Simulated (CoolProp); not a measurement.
Vapour-liquid equilibrium of n-butane (1) + benzene (2) at 366.1 K; x and y are mole fractions of (1).

Values from CoolProp's multi-fluid Helmholtz-energy mixture model, Bücker 2006 and Thol 2012; pair parameters Bell 2016.

```csv
x,"bubble pressure, mixture model (kPa)","bubble pressure, Raoult's law (kPa)","y, mixture model","y, Raoult's law"
0.05,215.0,207.1,0.331,0.320
0.2,417.3,383.9,0.690,0.691
0.35,608.4,560.7,0.813,0.828
0.5,780.2,737.4,0.875,0.900
0.65,936.7,914.2,0.916,0.943
0.8,1091,1091,0.950,0.973
0.95,1262,1268,0.986,0.994
```

The largest gap from Raoult's law is +8.7 % in bubble pressure, at x = 0.2. No azeotrope shows between x = 0.05 and 0.95.

Pair parameters are fitted to limited data, so mixtures are less certain than the pure fluids. The gap from Raoult's law changes sign with composition, which may be real or a fault of the pair parameters; it wasn't checked against measurements.
